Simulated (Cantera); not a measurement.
A Cantera script and its output.

```python
import numpy as np
import cantera as ct

gas = ct.Solution("gri30.yaml")
gas.TPX = 750, 530000, {'CH4': 1, 'O2': 2.27, 'N2': 8.55}
inlet = ct.Reservoir(gas, clone=True)
gas.equilibrate("HP")  # start burning
reactor = ct.IdealGasConstPressureReactor(gas, energy="on", clone=False)
exhaust = ct.Reservoir(gas, clone=True)
tau = [0.092, 0.047, 0.024, 0.012, 0.0063, 0.0033, 0.0017, 0.00085, 0.00044, 0.00022, 0.00011, 5.9e-05, 3e-05][0]
for a, b in ((inlet, reactor), (reactor, exhaust)):
    ct.MassFlowController(a, b, mdot=lambda t: reactor.mass / tau)
net = ct.ReactorNet([reactor])
show = ['CH4', 'O2', 'H2O', 'H2', 'CH3', 'C2H4', 'NO']

rows = []
print(f"{'tau/s':>10s}{'T/K':>9s}" + "".join(f"{s:>11s}" for s in show))
for tau in [0.092, 0.047, 0.024, 0.012, 0.0063, 0.0033, 0.0017, 0.00085, 0.00044, 0.00022, 0.00011, 5.9e-05, 3e-05]:
    net.initial_time = 0.0
    net.advance(30 * tau)
    before = gas.X
    net.advance(40 * tau)
    drift = np.max(np.abs(gas.X - before) / (gas.X + 1e-9))
    rows.append([gas.T, *gas[show].X, drift])
    print(f"{tau:10.3e}{gas.T:9.1f}" + "".join(f"{x:11.3e}" for x in gas[show].X))
```

Output:

```
     tau/s      T/K        CH4         O2        H2O         H2        CH3       C2H4         NO
 9.200e-02   2405.0  4.626e-07  2.210e-02  1.638e-01  1.796e-03  2.507e-07  3.193e-12  5.161e-03
 4.700e-02   2405.6  8.945e-07  2.239e-02  1.637e-01  1.809e-03  4.850e-07  1.189e-11  4.606e-03
 2.400e-02   2406.1  1.719e-06  2.281e-02  1.637e-01  1.833e-03  9.324e-07  4.354e-11  3.832e-03
 1.200e-02   2405.9  3.342e-06  2.335e-02  1.635e-01  1.883e-03  1.812e-06  1.622e-10  2.898e-03
 6.300e-03   2404.2  6.136e-06  2.391e-02  1.633e-01  1.970e-03  3.318e-06  5.341e-10  2.066e-03
 3.300e-03   2399.6  1.112e-05  2.452e-02  1.629e-01  2.127e-03  5.972e-06  1.684e-09  1.396e-03
 1.700e-03   2390.2  1.997e-05  2.524e-02  1.623e-01  2.407e-03  1.058e-05  5.062e-09  9.186e-04
 8.500e-04   2373.0  3.561e-05  2.624e-02  1.612e-01  2.890e-03  1.839e-05  1.428e-08  6.028e-04
 4.400e-04   2348.0  5.988e-05  2.753e-02  1.597e-01  3.580e-03  2.982e-05  3.419e-08  4.151e-04
 2.200e-04   2311.4  1.019e-04  2.934e-02  1.575e-01  4.575e-03  4.811e-05  7.878e-08  2.860e-04
 1.100e-04   2264.1  1.748e-04  3.171e-02  1.548e-01  5.824e-03  7.706e-05  1.773e-07  1.981e-04
 5.900e-05   2212.1  2.926e-04  3.446e-02  1.520e-01  7.113e-03  1.197e-04  3.843e-07  1.412e-04
 3.000e-05   2144.5  5.483e-04  3.857e-02  1.485e-01  8.627e-03  2.031e-04  1.027e-06  9.404e-05
```

Detailed kinetics in Cantera: GRI-Mech 3.0 (53 species, 325 reactions).
